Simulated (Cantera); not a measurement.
A closed system holds: 1 mol Si, 0.0024 mol O2, 1.9 mol H2, at 0.180 Pa.

Method: chemical equilibrium by Gibbs-energy minimisation in Cantera with the NASA 1993 tables (ideal gas, pure condensed phases). Candidate condensed phases: H2O, Si, SiO2; 18 gas species. Rates play no part.

Question: At 2148 K, list the 5 most abundant gas species with their mole fractions, and the condensed phases.

Answer: H 0.726, Si 0.219, H2 0.0546, SiO 0.00105, SiH 3.36e-5. Condensed: gas only.
